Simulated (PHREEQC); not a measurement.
Dissolve 1 mmol/kgw CaCl2 and 0.27 mmol/kgw NaHCO3 at 20 °C. Closed to the air; pH follows from the charge balance.

Model: ion-association model, wateq4f.dat, run in PHREEQC.

No solid was allowed to form.

Question: What pH does the model give?

Answer: pH 8.13.

Question: In which forms is C present?

Answer: HCO3- 96 %, CO2 1.6 %, CaHCO3+ 0.9 %, CO3-2 0.7 %, CaCO3 0.6 % of the C.
